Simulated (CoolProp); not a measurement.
Saturated liquid density (kg/m³) of n-undecane: the reference equation beside estimates from Tc = 365.7 °C, pc = 19.90 bar, ω = 0.539. Rackett uses Z = 0.29056 − 0.08775 ω.

The numbers come from the reference Helmholtz-energy equation of state, Aleksandrov 2011 in CoolProp. It is a short technical equation, of lower accuracy than the large ones.

```
T (°C)  reference  Rackett  van der Waals  Redlich-Kwong  Soave-Redlich-Kwong  Peng-Robinson
------  ---------  -------  -------------  -------------  -------------------  -------------
122.25      661.5    704.2          356.3          523.3                560.5          631.7
130.35      655.0    696.9          353.1          517.7                555.7          626.5
138.35      648.5    689.7          349.8          512.0                550.7          621.2
146.45      641.9    682.2          346.4          506.1                545.5          615.6
154.45      635.3    674.8          343.0          500.1                540.2          609.8
162.55      628.5    667.1          339.5          493.8                534.6          603.7
170.55      621.7    659.4          335.9          487.5                528.8          597.5
178.55      614.7    651.5          332.3          481.0                522.8          591.0
```

Absolute difference from the reference over all 8 rows, mean and median: Rackett 6.2 and 6.2 %, van der Waals 46.0 and 46.0 %, Redlich-Kwong 21.3 and 21.2 %, Soave-Redlich-Kwong 15.0 and 15.0 %, Peng-Robinson 4.1 and 4.1 %.
